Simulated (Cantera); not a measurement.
A Cantera script and its output.

```python
import numpy as np
import cantera as ct

gas = ct.Solution("gri30.yaml")
gas.TPX = 1475, 260000, {'CH4': 1, 'C2H6': 0.2, 'O2': 2.45, 'N2': 12.8}
reactor = ct.IdealGasConstPressureReactor(gas, energy="on", clone=False)
net = ct.ReactorNet([reactor])
net.rtol, net.atol = 1e-08, 1e-16
show = ['CH4', 'C2H6', 'O2', 'HCN', 'C2H', 'OH', 'H2O']
times = np.geomspace(1e-06, 0.5, 14)

steps = ct.SolutionArray(gas, extra=["t"])
rows = []
print(f"{'t/s':>10s}{'T/K':>9s}{'P/Pa':>11s}" + "".join(f"{s:>11s}" for s in show))
for t in times:
    while net.time < t:
        t_next = net.step()
        steps.append(gas.state, t=t_next)
    rows.append([np.interp(t, steps.t, y) for y in (steps.T, steps.P, *steps(*show).X.T)])
    print(f"{t:10.3e}{rows[-1][0]:9.1f}{rows[-1][1]:11.4g}" + "".join(f"{x:11.3e}" for x in rows[-1][2:]))
rate = np.gradient(steps.T, steps.t)
print("integrator steps:", len(steps.t))
if steps.T.max() > steps.T[0] + 200:
    print(f"time of steepest temperature rise: {steps.t[rate.argmax()]:.4e} s")
gas.TPX = 1475, 260000, {'CH4': 1, 'C2H6': 0.2, 'O2': 2.45, 'N2': 12.8}
gas.equilibrate("HP")
print(f"equilibrium (HP): T = {gas.T:.1f} K  " + "  ".join(f"{s} {gas[s].X[0]:.3e}" for s in show))
```

Output:

```
       t/s      T/K       P/Pa        CH4       C2H6         O2        HCN        C2H         OH        H2O
 1.000e-06   1474.9    2.6e+05  6.079e-02  1.215e-02  1.489e-01  3.491e-18  2.807e-21  2.669e-08  1.029e-07
 2.744e-06   1474.8    2.6e+05  6.079e-02  1.213e-02  1.489e-01  3.213e-17  4.110e-19  9.469e-08  1.008e-06
 7.529e-06   1474.5    2.6e+05  6.078e-02  1.209e-02  1.489e-01  5.596e-16  7.487e-17  3.819e-07  1.045e-05
 2.066e-05   1474.0    2.6e+05  6.065e-02  1.187e-02  1.487e-01  4.499e-14  3.137e-14  2.292e-06  1.498e-04
 5.669e-05   1480.6    2.6e+05  5.867e-02  1.031e-02  1.467e-01  5.864e-12  1.770e-11  1.142e-05  2.306e-03
 1.556e-04   2381.0    2.6e+05  6.986e-15  6.565e-28  1.562e-02  9.777e-11  4.916e-20  1.481e-02  1.107e-01
 4.269e-04   2682.5    2.6e+05  6.551e-15  1.451e-28  6.807e-03  7.199e-10  1.871e-19  9.646e-03  1.313e-01
 1.171e-03   2682.6    2.6e+05  7.256e-15  1.654e-28  6.186e-03  1.299e-09  1.964e-19  9.226e-03  1.316e-01
 3.214e-03   2676.8    2.6e+05  7.869e-15  1.901e-28  5.674e-03  1.964e-09  2.013e-19  8.888e-03  1.315e-01
 8.819e-03   2675.3    2.6e+05  8.039e-15  1.971e-28  5.544e-03  2.143e-09  2.025e-19  8.800e-03  1.315e-01
 2.420e-02   2675.3    2.6e+05  8.041e-15  1.972e-28  5.543e-03  2.145e-09  2.025e-19  8.799e-03  1.315e-01
 6.641e-02   2675.3    2.6e+05  8.041e-15  1.972e-28  5.543e-03  2.145e-09  2.025e-19  8.799e-03  1.315e-01
 1.822e-01   2675.3    2.6e+05  8.041e-15  1.972e-28  5.543e-03  2.145e-09  2.025e-19  8.799e-03  1.315e-01
 5.000e-01   2675.3    2.6e+05  8.041e-15  1.972e-28  5.543e-03  2.145e-09  2.025e-19  8.799e-03  1.315e-01
integrator steps: 1738
time of steepest temperature rise: 1.4194e-04 s
equilibrium (HP): T = 2675.3 K  CH4 1.004e-14  C2H6 2.831e-28  O2 5.543e-03  HCN 2.145e-09  C2H 2.164e-19  OH 8.799e-03  H2O 1.315e-01
```

Model: GRI-Mech 3.0 (53 species, 325 reactions), integrated in Cantera.
